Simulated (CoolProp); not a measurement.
R1224YDZ along the isobar 0.647 MPa: Z from the reference equation and from simpler models built on Tc = 428.7 K, pc = 3.334 MPa, ω = 0.325; each cubic takes its own stable root.

Model: reference Helmholtz-energy equation of state, Akasaka 2023, in CoolProp.

```csv
T (K),phase,reference
335.3,liquid,0.02755
349.3,gas,0.8375
363.2,gas,0.8638
377.2,gas,0.8839
391.1,gas,0.8998
405.1,gas,0.9127
419,gas,0.9233
433,gas,0.9322
```

### Question
How far does each simpler model (Redlich-Kwong, Peng-Robinson) lie from the reference over these 8 states: mean and median of the absolute difference, and the worst?

### Answer
- Redlich-Kwong: mean 374.3 %, median 1.2 %, worst +2985.3 % at 335.3 K and 0.647 MPa
- Peng-Robinson: mean 0.5 %, median 0.6 %, worst +0.9 % at 349.3 K and 0.647 MPa

At some of these states Redlich-Kwong gives the other phase, because its saturation line lies elsewhere.
